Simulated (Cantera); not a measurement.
An isothermal, constant-pressure homogeneous reactor starts with 54.6 % NH3, 45.4 % N2, at 1675 K and 1.18 atm.

Model: the gas-phase N/H chemistry of the illustrative SiF4/NH3 mechanism in the Surface Chemkin manual (1991), integrated in Cantera. Walls and surfaces, which speed up NH3 decomposition in real reactors, are not modelled.

One state of this run: x NH3 = 0.111; x H = 5.27e-5; x N = 1.14e-8; x N2H4 = 1.58e-8; x N2H2 = 3.55e-8. x: mole fraction; the columns are a selection and need not sum to one.

Which value of t (s) does it belong to?
A) 2.00e-6
B) 0.0194
C) 0.763
D) 4.78

D, 4.78
